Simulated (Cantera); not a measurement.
Input (Python, Cantera) and output of one run.

```python
import numpy as np
import cantera as ct

gas_names = [...]  # 136 gases of nasa_gas.yaml made of C, H, N, O
cond_names = """
    C(gr) C6H6(L) C7H8(L) C8H18(L),n-octa H2O(s) H2O(L)
""".split()


# ... load() reads the species with a 1 bar reference pressure and builds the phases ...
atoms = {
    'C6H6': {'C': 6, 'H': 6},
    'O2': {'O': 2},
    'N2': {'N': 2},
}
top_T = {'C(gr)': 4500}  # K; cautious upper limits of use, not melting points


# ... equilibrate(T, P, feed) seeds the gas with the atoms and calls Mixture.equilibrate('TP', solver="vcs", rtol=1e-11, max_steps=5000) ...
results = []
feed = {'C6H6': 1, 'O2': 0.017, 'N2': 11}  # mol
T = 2425  # K
P = 1000  # Pa
mix = equilibrate(T, P, feed)
results.append((T, P, feed, dict(zip(mix.species_names, mix.species_moles))))
x = sorted(zip(gas.X, gas.species_names), reverse=True)
print(f"T = {T:g} K  P = {P:g} Pa  gas = {mix.phase_moles(0):.4g} mol")
print("   x: " + "  ".join(f"{s} {v:.3e}" for v, s in x if v > 1e-05))
print("   condensed (mol): " + ("  ".join(f"{mix.phase(i).name} {mix.phase_moles(i):.4g}"
      for i in range(1, mix.n_phases) if mix.phase_moles(i) > 1e-12) or "none"))
```

Output:

```
T = 2425 K  P = 1000 Pa  gas = 14.56 mol
   x: N2 7.443e-01  H2 1.582e-01  H 7.118e-02  HCN 2.002e-02  CO 2.336e-03  HNC 2.145e-03  C2H2,acetylene 1.235e-03  CN 4.677e-04  C2N2 3.635e-05  C2H 3.386e-05  C3 1.491e-05
   condensed (mol): C(gr) 5.597
```

Equilibrium computed with Cantera from the NASA thermochemical tables; the gas is ideal and each condensed phase is pure.
